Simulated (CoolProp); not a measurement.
Computed with CoolProp (reference Helmholtz-energy equation of state, Zhou 2012).

Question: Give the vapour pressure (MPa), liquid density (kg/m³), vapour density (kg/m³), liquid cp (kJ/(kg K)) of saturated o-xylene at 495.5, 519.6 K.

Answer: 
| T (K) | p (MPa) | liquid density (kg/m³) | vapour density (kg/m³) | liquid cp (kJ/(kg K)) |
|---|---|---|---|---|
| 495.5 | 0.553 | 686 | 16.7 | 2.49 |
| 519.6 | 0.833 | 655 | 25.4 | 2.61 |
